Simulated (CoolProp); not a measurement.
Properties of R1233zd(E) along the isobar 3070 kPa (Tc = 438.9 K, pc = 3583 kPa, ω = 0.304).

Model: reference Helmholtz-energy equation of state, Akasaka 2022, in CoolProp.

| T (K) | phase | speed of sound (m/s) | Joule-Thomson coefficient (K/MPa) | isothermal compressibility (1/MPa) |
|---|---|---|---|---|
| 185.1 | liquid | 1164 | -0.5059 | 0.0007042 |
| 207.2 | liquid | 1074 | -0.4765 | 0.0008538 |
| 229.3 | liquid | 983.2 | -0.4444 | 0.001049 |
| 251.3 | liquid | 894.0 | -0.4077 | 0.001308 |
| 273.4 | liquid | 806.6 | -0.3640 | 0.001659 |
| 295.5 | liquid | 721.6 | -0.3099 | 0.002152 |
| 317.6 | liquid | 638.6 | -0.2394 | 0.002876 |
| 339.6 | liquid | 556.9 | -0.1423 | 0.004000 |
| 361.7 | liquid | 474.2 | 0.004405 | 0.005934 |
| 383.8 | liquid | 388.2 | 0.2549 | 0.009804 |
| 405.9 | liquid | 292.7 | 0.7996 | 0.02039 |
| 427.9 | liquid | 161.7 | 3.421 | 0.1175 |
| 450 | gas | 121.7 | 14.38 | 0.5880 |
